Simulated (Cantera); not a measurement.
Feed: 1 mol C3H8, 27 mol H2, 22 mol N2, held at 0.0100 bar.

Equilibrium computed with Cantera from the NASA thermochemical tables; the gas is ideal and each condensed phase is pure. Candidate condensed phases: C, C6H6, C7H8, C8H18; 92 gas species. Equilibrium is a limit: real reactors are often held back by kinetics, nucleation or transport.

Question: What share of the C ends up in condensed phases as a function of T (K), at 1323, 1373, 1423, 1473, 1523, 1573, 1623, 1673, 1723, 1773?

Answer: 
```
T (K)  C condensed (%)           as
-----  ---------------  -----------
1323              99.7  C(graphite)
1373              99.6  C(graphite)
1423              99.4  C(graphite)
1473              99.2  C(graphite)
1523              98.9  C(graphite)
1573              98.4  C(graphite)
1623              97.8  C(graphite)
1673              97.1  C(graphite)
1723              96.1  C(graphite)
1773              94.9  C(graphite)
```
